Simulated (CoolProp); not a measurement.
Vapour-liquid equilibrium of propane (1) + R236FA (2) at 24.35 °C; x and y are mole fractions of (1).

Model: multi-fluid Helmholtz-energy mixture model, Lemmon 2009 and Pan 2012; pair parameters Bell 2016, in CoolProp.

| x | bubble pressure (MPa) | y at the bubble point | dew pressure at overall composition x (MPa) | liquid density (mol/L) |
|---|---|---|---|---|
| 0.05 | 0.3824 | … | … | 9.010 |
| 0.2 | 0.6347 | 0.610 | … | 9.169 |
| 0.35 | 0.7726 | 0.703 | 0.4037 | 9.350 |
| 0.5 | 0.8477 | 0.751 | … | 9.579 |
| 0.65 | … | … | 0.6899 | 9.895 |
| 0.8 | 0.9335 | 0.846 | … | … |
| 0.95 | 0.9456 | 0.946 | 0.9452 | 10.95 |

Task: Complete the blanks.

Result: 
- 0.05, y at the bubble point: 0.312
- 0.05, dew pressure at overall composition x (MPa): 0.2800
- 0.2, dew pressure at overall composition x (MPa): 0.3312
- 0.5, dew pressure at overall composition x (MPa): 0.5132
- 0.65, bubble pressure (MPa): 0.8967
- 0.65, y at the bubble point: 0.792
- 0.8, dew pressure at overall composition x (MPa): 0.9043
- 0.8, liquid density (mol/L): 10.34

y crosses x between x = 0.8 and 0.95: the model has an azeotrope there.

The pair parameters rest on a limited set of measurements; away from them the model extrapolates. With so large a gap from Raoult's law the liquid may split in two, which this calculation doesn't test in full.
